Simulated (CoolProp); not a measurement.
Model: reference Helmholtz-energy equation of state, Schmidt 1985, in CoolProp.

Problem. For oxygen, give the phase and the Joule-Thomson coefficient (K/MPa), conductivity (mW/(m K)), Prandtl number at 158.7 K and 0.0399 MPa; 158.7 K and 0.47 MPa; 158.7 K and 2.44 MPa.

Solution. 
- 158.7 K and 0.0399 MPa: gas; Joule-Thomson coefficient 8.23, conductivity 14.5, Prandtl number 0.752
- 158.7 K and 0.47 MPa: gas; Joule-Thomson coefficient 8.28, conductivity 14.9, Prandtl number 0.770
- 158.7 K and 2.44 MPa: gas; Joule-Thomson coefficient 8.39, conductivity 17.3, Prandtl number 0.911

Viscosity comes from a separate model (Lemmon 2004). Thermal conductivity comes from a separate model (Lemmon 2004).
